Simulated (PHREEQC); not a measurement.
PHREEQC input (Pitzer model, pitzer.dat):

```
SOLUTION 1
  temp 30
  units mol/kgw
  pH 7 charge
  Cl 0.012
  Na 1.244
  C(4) 0.44
  S(6) 0.061
END
USE solution 1
INCREMENTAL_REACTIONS false
REACTION 1
  H2O -1
  0 9.886 18.011 24.689 30.178 34.689 38.397 41.444
  43.949 46.007 47.699 49.089 50.232 moles
EQUILIBRIUM_PHASES 1
  Burkeite 0 0
  Halite 0 0
  Mirabilite 0 0
  Nahcolite 0 0
  Natron 0 0
  Thenardite 0 0
  Trona 0 0
SELECTED_OUTPUT 1
  -reset false
  -pH true
  -pe true
  -ionic_strength true
  -water true
  -activities H2O
  -totals C Cl Na S
  -molalities H+ Na+ Cl- CO3-2 SO4-2 OH- HCO3- CO2 HSO4-
  -equilibrium_phases Burkeite Halite Mirabilite Nahcolite Natron Thenardite Trona
PRINT
  -reset false
END
```

Selected output (columns that matter, 13 of 13 rows; water left (kg) added in front):

```
water left (kg)	pH	mu	C	Cl	Na	S	m_Na+	m_Cl-	m_CO3-2	m_SO4-2	m_OH-	la_H2O	Burkeite	Natron
1	13.026	1.7448	0.44	0.012	1.244	0.061	1.244	0.012	0.43984	0.061	0.23016	-0.012013	0	0
0.821894	13.121	2.123	0.53535	0.0146	1.5136	0.074219	1.5136	0.0146	0.5352	0.074219	0.27999	-0.014545	0	0
0.675515	13.222	2.5831	0.65135	0.017764	1.8416	0.090301	1.8416	0.017764	0.65122	0.090301	0.34062	-0.017666	0	0
0.555205	13.329	3.1429	0.7925	0.021614	2.2406	0.10987	2.2406	0.021614	0.79238	0.10987	0.41438	-0.021559	0	0
0.456315	13.442	3.824	0.96425	0.026298	2.7262	0.13368	2.7262	0.026298	0.96413	0.13368	0.50415	-0.02648	0	0
0.375045	13.564	4.6527	1.1732	0.031996	3.3169	0.16265	3.3169	0.031996	1.1731	0.16265	0.61336	-0.0328	0	0
0.308242	13.695	5.6611	1.4274	0.03893	4.0358	0.1979	4.0358	0.03893	1.4274	0.1979	0.74626	-0.041059	0	0
0.253347	13.836	6.8877	1.7367	0.047366	4.9103	0.24078	4.9103	0.047366	1.7367	0.24078	0.90792	-0.052043	0	0
0.208217	13.987	8.3806	2.1132	0.057632	5.9745	0.29296	5.9745	0.057632	2.1131	0.29296	1.1047	-0.066918	0	0
0.146442	14.185	9.1075	2.0684	0.081944	6.6225	0.41655	6.6225	0.081944	2.0684	0.41655	1.5706	-0.081019	0	0.13709
0.0982041	14.451	10.57	2.0809	0.12219	7.8684	0.62116	7.8684	0.12219	2.0809	0.62116	2.3421	-0.10927	0	0.23564
0.0686034	14.754	11.675	2.3489	0.17492	8.9592	0.36694	8.9592	0.17492	2.3489	0.36694	3.3526	-0.14548	0.017913	0.26095
0.0640683	14.937	15.331	3.7569	0.1873	11.48	0.094249	11.48	0.1873	3.7569	0.094249	3.5899	-0.20369	0.027481	0.17182
```
